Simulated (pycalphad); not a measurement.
Source of the numbers: pycalphad with the COST 507 light-alloy database (1999); pressure 1 atm. The data set is of 1999 and partly superseded. Amounts are mole fractions of atoms.

Task: Give the equilibrium state of Ti-1.31Hf-1.02B (at.%) at 1250 K.

Result: bcc, fraction 0.982, with 1.3 Hf, 0.14 B at.%; BM, fraction 0.018, with 0.08 Hf, 50.0 B at.%.

Task: Give the equilibrium state of Ti-1.31Hf-1.02B (at.%) at 1850 K.

Result: bcc, fraction 0.800, with 1.3 Hf, 0.15 B at.%; liquid, fraction 0.200, with 1.2 Hf, 4.5 B at.%.

Database names, with the compositions (at.%) that they take in these runs: BM: Ti 50 B 50.
